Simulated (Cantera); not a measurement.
An isothermal, constant-pressure homogeneous reactor starts with 0.358 % CH4, 14.5 % O2, 85.2 % N2, at 1423 K and 10.0 bar.

Cantera simulation using GRI-Mech 3.0 (53 species, 325 reactions); the numbers are that mechanism's predictions, not measurements.

Q: Predict: x(O2) at 2.00 s; x(H2O) at 2.00 s; x(NO) at 2.00 s; x(H2O2) at 2.00 s.

A: 
* **x(O2) at 2.00 s**: 0.138 (gas-phase equilibrium 0.137)
* **x(H2O) at 2.00 s**: 0.00715 (gas-phase equilibrium 0.00715)
* **x(NO) at 2.00 s**: 1.85e-7 (gas-phase equilibrium 0.000695)
* **x(H2O2) at 2.00 s**: 1.09e-9 (gas-phase equilibrium 1.09e-9)
